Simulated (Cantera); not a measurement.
A closed system holds: 1 mol SiCl4, 0.34 mol Cl2, 47 mol N2, at 100 Torr.

Cantera equilibrium calculation (NASA polynomials, part measured and part estimated; ideal gas, pure solids and liquids). Candidate condensed phases: Si, Si3N4; 13 gas species. The tables' values for SiCl3 are old estimates; treat these amounts as uncertain. The numbers say what is thermodynamically allowed, not how fast it happens.

x: gas mole fraction; nothing condenses.

```
T (K)   x N2  x SiCl4      x Cl    x Cl2   x SiCl3   x SiCl2
-----  -----  -------  --------  -------  --------  --------
1098   0.972   0.0207  0.000335  0.00686   8.16e-9    <1e-12
1148   0.972   0.0207  0.000602  0.00673   2.97e-8    <1e-12
1198   0.972   0.0207   0.00102  0.00652   9.73e-8  4.05e-12
1248   0.971   0.0207   0.00165  0.00620   2.93e-7  2.99e-11
1298   0.971   0.0207   0.00253  0.00576   8.20e-7  1.95e-10
1348   0.970   0.0206   0.00369        …   2.17e-6   1.14e-9
1398   0.970   0.0206   0.00512        …   5.46e-6   6.18e-9
1448   0.969   0.0206   0.00673        …   1.33e-5   3.16e-8
1498   0.968   0.0206   0.00839        …   3.16e-5   1.55e-7
1548   0.967   0.0205   0.00994        …   7.36e-5   7.39e-7
1598   0.967   0.0204    0.0113        …  0.000167   3.39e-6
1648   0.966   0.0202    0.0124        …  0.000368   1.48e-5
1698   0.965   0.0197    0.0135        …  0.000766   5.89e-5
1748   0.964   0.0188    0.0149        …   0.00147  0.000205
```

Task: Complete the blanks.

Result: 
- 1348, x Cl2: 0.00517
- 1398, x Cl2: 0.00446
- 1448, x Cl2: 0.00365
- 1498, x Cl2: 0.00282
- 1548, x Cl2: 0.00206
- 1598, x Cl2: 0.00144
- 1648, x Cl2: 0.000979
- 1698, x Cl2: 0.000673
- 1748, x Cl2: 0.000488
